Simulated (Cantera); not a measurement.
# Hydrogen reduction and annealing atmospheres: Fe₂O₃ + H₂ + H₂O

A closed system holds: 1 mol Fe₂O₃, a varied amount of H₂, 0.22 mol H₂O, equilibrated at 752 °C and 2.70 mbar.

Equilibrium computed with Cantera from the NASA thermochemical tables; the gas is ideal and each condensed phase is pure. Candidate condensed phases: Fe, FeO, Fe(OH)₂, Fe(OH)₃, Fe₂O₃, Fe₃O₄, H₂O; 12 gas species. Mutual solubility and eutectic melting of coexisting phases are not modelled. The tables' stoichiometric FeO is somewhat more stable than real wüstite, so its field is too wide. FeO: taken at fixed stoichiometry. Kinetics and transport are ignored.

```tsv
n(H₂) (mol)	x H₂	x H₂O	x H	x Fe(OH)₂	n FeO(s)	n Fe(α)
2.5	0.551	0.449	6.23e-8	8.56e-9	2.00	0
4.1	0.718	0.282	7.10e-8	5.39e-9	2.00	0
6.5	0.818	0.182	7.59e-8	3.46e-9	2.00	0
10	0.841	0.159	7.69e-8	3.04e-9	1.59	0.408
17	0.841	0.159	7.69e-8	3.04e-9	0.477	1.52
27	0.882	0.118	7.87e-8	1.60e-9	0	2.00
43	0.925	0.0745	8.07e-8	6.04e-10	0	2.00
69	0.953	0.0465	8.19e-8	2.29e-10	0	2.00
110	0.971	0.0292	8.26e-8	8.85e-11	0	2.00
```
x: gas mole fraction; n: condensed amount in mol.

From 2.5 mol H₂ to 6.5 mol H₂ the condensed part is FeO(s). From 10 mol H₂ to 17 mol H₂ the condensed part is Fe(α) + FeO(s). From 27 mol H₂ to 110 mol H₂ the condensed part is Fe(α).
